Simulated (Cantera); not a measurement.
Feed: 1 mol CH₃SiCl₃, 2.1 mol H₂, 0.11 mol HCl, at 2202 °C and 1400 Pa.

Cantera equilibrium calculation (NASA polynomials, part measured and part estimated; ideal gas, pure solids and liquids). The feed counts by its element totals alone. The tables' values for SiCl, SiCl₃ are old estimates; treat these amounts as uncertain. Gases not in the tables: Si₂H₆ and higher silanes. The numbers say what is thermodynamically allowed, not how fast it happens.

```
species            before     after
----------------  -------  --------
H₂                  0.375     0.488
HCl                 0.289     0.372
SiCl₂              0.0641    0.0964
H                   0.116    0.0205
Si                 0.0539   0.00150
SiC₂               0.0130  0.000363
Cl                 0.0635    0.0111
SiCl               0.0140   0.00286
SiHCl₃            5.05e-7   4.12e-5
SiCl₄             4.66e-7   3.77e-5
CH₄               3.08e-7   2.19e-5
C₃                2.40e-5   5.69e-7
SiC               2.17e-5   6.06e-7
Si₂C              0.00614  0.000202
C(graphite), mol    0.750     0.497
SiC(s), mol             0     0.446
```
Gas species are given as mole fractions.

**Question.** Which change was made?
A. CH₃SiCl₃ replaced by Si(CH₃)₄
B. pressure from 1400 Pa to 59000 Pa
C. temperature from 2202 °C to 1025 °C
D. H₂ from 2.1 to 1100 mol

**Answer.** B, pressure from 1400 Pa to 59000 Pa
